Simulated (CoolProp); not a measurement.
Vapour-liquid equilibrium of isobutene (1) + n-butane (2) at 275.1 K; x and y are mole fractions of (1).

Computed with CoolProp (multi-fluid Helmholtz-energy mixture model, Lemmon 2005 and Bücker 2006; pair parameters Bell 2016).

| x | bubble pressure, mixture model (MPa) | bubble pressure, Raoult's law (MPa) | y, mixture model | y, Raoult's law |
|---|---|---|---|---|
| 0.05 | 0.1131 | 0.1126 | 0.066 | 0.063 |
| 0.2 | 0.1186 | 0.1173 | 0.246 | 0.242 |
| 0.35 | 0.1236 | 0.1219 | 0.407 | 0.408 |
| 0.5 | 0.1282 | 0.1265 | 0.556 | 0.561 |
| 0.65 | 0.1326 | 0.1312 | 0.697 | 0.704 |
| 0.8 | 0.1367 | 0.1358 | 0.830 | 0.836 |
| 0.95 | 0.1407 | 0.1405 | 0.958 | 0.960 |

The largest gap from Raoult's law is +1.4 % in bubble pressure, at x = 0.35. No azeotrope shows between x = 0.05 and 0.95.

The pair parameters rest on a limited set of measurements; away from them the model extrapolates.
